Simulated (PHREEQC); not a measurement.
Dissolve 8.9 mmol/kgw HF, 0.065 mmol/kgw NH4F and 8.5 mmol/kgw H2SiF6 at 25 °C. Closed to the air; pH follows from the charge balance.

Equilibrium calculation in PHREEQC: ion-association model, wateq4f.dat.

This is a speciation only: nothing precipitates in the calculation.

Question: Predict the pH.

Answer: pH 1.82.

Question: In which forms is F present?

Answer: SiF6-2 85 %, HF 14 %, F- 0.7 %, H2F2 0.6 % of the F.

Complexes and solids missing from the database can't appear. SiF6-2 is the database's only silicon fluoride.
